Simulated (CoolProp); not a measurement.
R1123 along the isobar 0.35 MPa: density (kg/m³) from the reference equation and from simpler models built on Tc = 58.6 °C, pc = 4.549 MPa, ω = 0.243; each cubic takes its own stable root.

The numbers come from the reference Helmholtz-energy equation of state, Akasaka 2020 in CoolProp.

| T (°C) | phase | reference | ideal gas | van der Waals | Redlich-Kwong | Soave-Redlich-Kwong | Peng-Robinson |
|---|---|---|---|---|---|---|---|
| 6.55 | gas | 12.99 | 12.34 | 12.80 | 12.91 | 12.95 | 13.00 |
| 13.75 | gas | 12.60 | 12.04 | 12.45 | 12.55 | 12.58 | 12.62 |
| 21.05 | gas | 12.24 | 11.74 | 12.12 | 12.20 | 12.22 | 12.26 |
| 28.35 | gas | 11.91 | 11.45 | 11.80 | 11.87 | 11.89 | 11.93 |
| 35.55 | gas | 11.59 | 11.19 | 11.51 | 11.57 | 11.58 | 11.62 |
| 42.85 | gas | 11.29 | 10.93 | 11.22 | 11.27 | 11.28 | 11.32 |
| 50.15 | gas | 11.01 | 10.68 | 10.95 | 11.00 | 11.00 | 11.03 |
| 57.35 | gas | 10.75 | 10.45 | 10.70 | 10.74 | 10.74 | 10.77 |
| 64.65 | gas | 10.49 | 10.22 | 10.45 | 10.49 | 10.48 | 10.52 |
